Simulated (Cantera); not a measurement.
Source: NASA polynomial tables (part measured, part estimated), evaluated in Cantera. Values are per mole of reaction as written; species without (g) are pure solids or liquids, kept so even where they would boil at 1 bar.

Problem. Between 300 and 1875 K, where is each reaction favourable under standard conditions?
- 1.143 Ti + O₂(g) ⇌ 0.2857 Ti₄O₇
- 2 B + O₂(g) ⇌ B₂O₂(g)
- 0.6667 Cr + O₂(g) ⇌ 0.6667 CrO₃(g)

Solution. 
- 1.143 Ti + O₂(g) ⇌ 0.2857 Ti₄O₇: ΔG° is -918 kJ at 300 K and -645 kJ at 1875 K; it stays negative (K > 1). ΔH° is -958 kJ and ΔS° -167 J/K at 1875 K.
- 2 B + O₂(g) ⇌ B₂O₂(g): ΔG° is -464 kJ at 300 K and -500 kJ at 1875 K; it stays negative (K > 1). ΔH° is -466 kJ and ΔS° 18 J/K at 1875 K.
- 0.6667 Cr + O₂(g) ⇌ 0.6667 CrO₃(g): ΔG° is -182 kJ at 300 K and -106 kJ at 1875 K; it stays negative (K > 1). ΔH° is -206 kJ and ΔS° -53 J/K at 1875 K.
